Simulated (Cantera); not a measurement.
Charge: 1 mol Si, 2.4 mol F2, at 9.70 Pa.

Equilibrium computed with Cantera from the NASA thermochemical tables; the gas is ideal and each condensed phase is pure. Candidate condensed phases: Si; 9 gas species. Equilibrium is a limit: real reactors are often held back by kinetics, nucleation or transport.

**Question.** At 775 °C, list the 3 most abundant gas species with their mole fractions, and the condensed phases.

**Answer.** SiF4 0.556, F 0.443, F2 0.000798. Condensed: gas only.
